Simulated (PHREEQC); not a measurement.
# Brine (model solution)

Consider water at 25 °C with 0.74 mol/kgw HCl, 0.052 mol/kgw Na2SO4 and 0.026 mol/kgw NaBr. Closed to the air; pH follows from the charge balance.

Computed with PHREEQC (Pitzer model, pitzer.dat).

The pH is 0.16 and the ionic strength is 0.841 mol/kgw. The activity of water comes out as 0.971. The density is 1.017 g/cm³. The osmotic coefficient is 1.002 and the total alkalinity is -740 meq/kg.

| species | molality | activity | log γ |
|---|---|---|---|
| Cl- | 0.740 | 0.455 | -0.211 |
| H+ | 0.700 | 0.688 | -0.007 |
| Na+ | 0.130 | 0.111 | -0.067 |
| HSO4- | 0.0404 | 0.0290 | -0.143 |
| Br- | 0.0260 | 0.0170 | -0.184 |
| SO4-2 | 0.0116 | 0.000443 | -1.419 |

No solid was allowed to form. Complexes and solids missing from the database can't appear.
